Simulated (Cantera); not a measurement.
A perfectly stirred reactor is fed with C2H6 : N2 = 1 : 140 (molar parts), at 0.248 Torr; it is held at 1225 K, and followed from long to short residence time.

Model: GRI-Mech 3.0 (53 species, 325 reactions), integrated in Cantera. GRI-Mech 3.0 stops at C3 and has no aromatics, soot or wall deposition, so with more carbon than oxygen in the feed, carbon stays in small species such as C2H2 where larger ones or solid carbon would form. Radical loss at walls, strong at low pressure, is not modelled.

**Question.** What does this change do: pressure from 0.248 Torr to 158 Torr?

**Answer.** 
```json
[
 {"quantity": "x(C2H6) at τ = 0.990 s", "before": "0.00637", "after": "0.000304"},
 {"quantity": "x(H2) at τ = 0.990 s", "before": "0.000568", "after": "0.0104"},
 {"quantity": "x(C2H2) at τ = 0.990 s", "before": "9.97e-6", "after": "0.00456"},
 {"quantity": "x(CH3) at τ = 0.990 s", "before": "0.000157", "after": "5.41e-6"},
 {"quantity": "x(HCN) at τ = 0.990 s", "before": "8.31e-9", "after": "1.61e-9"},
 {"quantity": "x(C2H6) at τ = 9.20 ms", "before": "0.00709", "after": "0.00606"},
 {"quantity": "x(H2) at τ = 9.20 ms", "before": "1.87e-9", "after": "0.000954"},
 {"quantity": "x(C2H2) at τ = 9.20 ms", "before": "<1e-12", "after": "2.49e-5"},
 {"quantity": "x(CH3) at τ = 9.20 ms", "before": "1.88e-6", "after": "2.56e-5"},
 {"quantity": "x(HCN) at τ = 9.20 ms", "before": "<1e-12", "after": "9.96e-10"}
]
```

**Question.** What does this change do: C2H6 1 to 5.7 parts?

**Answer.** 
| quantity | before | after |
|---|---|---|
| x(C2H6) at τ = 0.990 s | 0.00637 | 0.0309 |
| x(H2) at τ = 0.990 s | 0.000568 | 0.00604 |
| x(C2H2) at τ = 0.990 s | 9.97e-6 | 0.000275 |
| x(CH3) at τ = 0.990 s | 0.000157 | 0.000642 |
| x(HCN) at τ = 0.990 s | 8.31e-9 | 4.14e-9 |
| x(C2H6) at τ = 9.20 ms | 0.00709 | 0.0391 |
| x(H2) at τ = 9.20 ms | 1.87e-9 | 1.34e-7 |
| x(C2H2) at τ = 9.20 ms | <1e-12 | <1e-12 |
| x(CH3) at τ = 9.20 ms | 1.88e-6 | 1.07e-5 |
| x(HCN) at τ = 9.20 ms | <1e-12 | <1e-12 |

**Question.** What does this change do: pressure from 0.248 Torr to 0.105 Torr?

**Answer.** 
```json
[
 {"quantity": "x(C2H6) at τ = 0.990 s", "before": "0.00637", "after": "0.00689"},
 {"quantity": "x(H2) at τ = 0.990 s", "before": "0.000568", "after": "0.000138"},
 {"quantity": "x(C2H2) at τ = 0.990 s", "before": "9.97e-6", "after": "5.57e-7"},
 {"quantity": "x(CH3) at τ = 0.990 s", "before": "0.000157", "after": "8.34e-5"},
 {"quantity": "x(HCN) at τ = 0.990 s", "before": "8.31e-9", "after": "1.99e-9"},
 {"quantity": "x(C2H6) at τ = 9.20 ms", "before": "0.00709", "after": "0.00709"},
 {"quantity": "x(H2) at τ = 9.20 ms", "before": "1.87e-9", "after": "1.14e-10"},
 {"quantity": "x(C2H2) at τ = 9.20 ms", "before": "<1e-12", "after": "<1e-12"},
 {"quantity": "x(CH3) at τ = 9.20 ms", "before": "1.88e-6", "after": "8.83e-7"},
 {"quantity": "x(HCN) at τ = 9.20 ms", "before": "<1e-12", "after": "<1e-12"}
]
```
